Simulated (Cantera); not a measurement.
SiO2 + MgO + H2 (silicates and aluminates)

Input: 1 mol SiO2, a varied amount of MgO, 0.36 mol H2, at 1125 °C and 0.510 bar.

Cantera equilibrium calculation (NASA polynomials, part measured and part estimated; ideal gas, pure solids and liquids). Candidate condensed phases: H2O, Mg, MgO, Mg(OH)2, MgSiO3, Mg2SiO4, Si, SiO2; 24 gas species. Mutual solubility and eutectic melting of coexisting phases are not modelled. The tables hold silica as quartz up to 1696 K and as liquid above; real silica turns to tridymite and cristobalite and melts near 1996 K. Condensed phases not in the tables: alloys, solid solutions and most ternary compounds. The numbers say what is thermodynamically allowed, not how fast it happens.

```tsv
n(MgO) (mol)	x H2	x H2O	x SiO	x Mg	x H	n MgSiO3(s)	n SiO2(β-quartz)	n Mg2SiO4(s)	n MgO(s)
0.28	1.000	1.22e-5	1.16e-5	5.49e-7	6.63e-6	0.280	0.720	0	0
0.35	1.000	1.22e-5	1.16e-5	5.49e-7	6.63e-6	0.350	0.650	0	0
0.43	1.000	1.22e-5	1.16e-5	5.49e-7	6.63e-6	0.430	0.570	0	0
0.54	1.000	1.22e-5	1.16e-5	5.49e-7	6.63e-6	0.540	0.460	0	0
0.67	1.000	1.22e-5	1.16e-5	5.49e-7	6.63e-6	0.670	0.330	0	0
0.84	1.000	1.22e-5	1.16e-5	5.49e-7	6.63e-6	0.840	0.160	0	0
1	1.000	1.02e-5	9.21e-6	9.80e-7	6.63e-6	1.000	0	0	0
1.3	1.000	1.02e-5	9.21e-6	9.80e-7	6.63e-6	0.700	0	0.300	0
1.6	1.000	1.02e-5	9.21e-6	9.80e-7	6.63e-6	0.400	0	0.600	0
2	1.000	6.33e-6	2.11e-6	4.19e-6	6.63e-6	0	0	1.000	0
2.5	1.000	1.08e-5	6.56e-8	1.07e-5	6.63e-6	0	0	1.00	0.500
3.2	1.000	1.08e-5	6.56e-8	1.07e-5	6.63e-6	0	0	1.00	1.20
4	1.000	1.08e-5	6.56e-8	1.07e-5	6.63e-6	0	0	1.00	2.00
```
x: gas mole fraction; n: condensed amount in mol.

From 0.28 mol MgO to 0.84 mol MgO the condensed part is MgSiO3(s) + SiO2(β-quartz). At 1 mol MgO the condensed part is MgSiO3(s). From 1.3 mol MgO to 1.6 mol MgO the condensed part is MgSiO3(s) + Mg2SiO4(s). At 2 mol MgO the condensed part is Mg2SiO4(s). From 2.5 mol MgO to 4 mol MgO the condensed part is MgO(s) + Mg2SiO4(s). The main Si-bearing gas is SiO throughout.
